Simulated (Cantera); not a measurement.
Cantera with NASA thermochemical tables; ideal gases at 1 bar, condensed phases pure. Values are per mole of reaction as written; species without (g) are pure solids or liquids, kept so even where they would boil at 1 bar. TiC: taken at fixed stoichiometry.

2 TiO(g) + CO₂(g) ⇌ 2 TiO₂ + C

```
T (K)  ΔH° (kJ)  ΔS° (J/K)  ΔG° (kJ)  log10 K           condensed phases
-----  --------  ---------  --------  -------  -------------------------
700         [?]        [?]       [?]      [?]  TiO₂(rutile), C(graphite)
900         [?]        [?]       [?]      [?]  TiO₂(rutile), C(graphite)
1100    -1575.7     -530.0    -992.6    47.13  TiO₂(rutile), C(graphite)
1300    -1567.1     -522.9    -887.3    35.65  TiO₂(rutile), C(graphite)
1500    -1558.5     -516.7    -783.4    27.28  TiO₂(rutile), C(graphite)
1700    -1549.7     -511.2    -680.6    20.91  TiO₂(rutile), C(graphite)
1900    -1540.8     -506.2    -578.9    15.91  TiO₂(rutile), C(graphite)
2100    -1531.7     -501.7    -478.1    11.89  TiO₂(rutile), C(graphite)
2300        [?]        [?]       [?]      [?]       TiO₂(l), C(graphite)
```

Problem. Fill in the missing entries.

Solution. 
- 700, ΔH° (kJ): -1592.0
- 700, ΔS° (J/K): -548.4
- 700, ΔG° (kJ): -1208.1
- 700, log10 K: 90.15
- 900, ΔH° (kJ): -1584.0
- 900, ΔS° (J/K): -538.4
- 900, ΔG° (kJ): -1099.4
- 900, log10 K: 63.81
- 2300, ΔH° (kJ): -1381.6
- 2300, ΔS° (J/K): -431.5
- 2300, ΔG° (kJ): -389.1
- 2300, log10 K: 8.84
